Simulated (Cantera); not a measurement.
**Adiabatic ignition**

An adiabatic, constant-pressure homogeneous reactor starts with 5.62 % CH4, 1.01 % H2, 9.05 % O2, 84.3 % N2, equivalence ratio 1.3, at 1075 K and 5.00 bar.

Cantera simulation using GRI-Mech 3.0 (53 species, 325 reactions); the numbers are that mechanism's predictions, not measurements.

| t (s) | T (K) | x CH4 | x H2 | x O2 | x CO2 | x HO2 | x C2H |
|---|---|---|---|---|---|---|---|
| 1.00e-6 | 1075 | 0.0562 | 0.0101 | 0.0905 | <1e-12 | 1.12e-10 | <1e-12 |
| 2.85e-6 | 1075 | 0.0562 | 0.0101 | 0.0905 | <1e-12 | 3.29e-10 | <1e-12 |
| 8.11e-6 | 1075 | 0.0562 | 0.0101 | 0.0905 | <1e-12 | 9.54e-10 | <1e-12 |
| 2.31e-5 | 1075 | 0.0562 | 0.0101 | 0.0905 | <1e-12 | 2.81e-9 | <1e-12 |
| 6.58e-5 | 1075 | 0.0562 | 0.0101 | 0.0905 | <1e-12 | 8.65e-9 | <1e-12 |
| 0.000187 | 1075 | 0.0562 | 0.0101 | 0.0905 | <1e-12 | 2.95e-8 | <1e-12 |
| 0.000534 | 1075 | 0.0562 | 0.0101 | 0.0905 | <1e-12 | 1.22e-7 | <1e-12 |
| 0.00152 | 1075 | 0.0562 | 0.0101 | 0.0905 | 3.06e-11 | 9.03e-7 | <1e-12 |
| 0.00433 | 1077 | 0.0560 | 0.0101 | 0.0903 | 9.89e-8 | 6.03e-6 | <1e-12 |
| 0.0123 | 1106 | 0.0526 | 0.0101 | 0.0869 | 1.44e-5 | 2.66e-5 | <1e-12 |
| 0.0351 | 1963 | 5.78e-12 | 0.0239 | 1.54e-7 | 0.0261 | 8.92e-11 | <1e-12 |
| 0.100 | 1963 | 5.74e-12 | 0.0239 | 1.54e-7 | 0.0261 | 8.92e-11 | <1e-12 |
x: mole fraction; the columns are a selection and need not sum to one.

- time of steepest temperature rise: 16.2 ms
- temperature at 0.100 s: 1963 K
- equilibrium temperature: 1963 K
- x(CH4) at 0.100 s: 5.74e-12 (gas-phase equilibrium 6.45e-12)
- x(H2) at 0.100 s: 0.0239 (gas-phase equilibrium 0.0239)
- x(O2) at 0.100 s: 1.54e-7 (gas-phase equilibrium 1.54e-7)
